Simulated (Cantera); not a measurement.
Charge: 1 mol Si2H6, 0.53 mol Cl2, a varied amount of H2, at 700 °C and 0.00390 bar.

These are equilibrium values from Cantera (NASA tables, ideal gas, pure condensed phases), not measurements of a reactor. Candidate condensed phases: Si; 19 gas species. The feed counts by its element totals alone. Equilibrium is a limit: real reactors are often held back by kinetics, nucleation or transport.

What share of the Si ends up in condensed phases as a function of n(H2) (mol), at 25, 28, 33, 38, 45, 52, 60, 70, 81, 94, 110, 130?


```tsv
n(H2) (mol)	Si condensed (%)	as
25	91.8	Si(s)
28	92.2	Si(s)
33	92.7	Si(s)
38	93.3	Si(s)
45	93.9	Si(s)
52	94.5	Si(s)
60	95.1	Si(s)
70	95.7	Si(s)
81	96.3	Si(s)
94	96.9	Si(s)
110	97.4	Si(s)
130	97.9	Si(s)
```
